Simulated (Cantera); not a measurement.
Cantera with NASA thermochemical tables; ideal gases at 1 bar, condensed phases pure. Values are per mole of reaction as written; species without (g) are pure solids or liquids, kept so even where they would boil at 1 bar.

Task: Between 548 and 998 K, where is each reaction favourable under standard conditions?
- S + 2 CaF2 ⇌ SF4(g) + 2 Ca

Result: 
- S + 2 CaF2 ⇌ SF4(g) + 2 Ca: ΔG° is 1574 kJ at 548 K and 1495 kJ at 998 K; it stays positive (K < 1). ΔH° is 1662 kJ and ΔS° 168 J/K at 998 K.
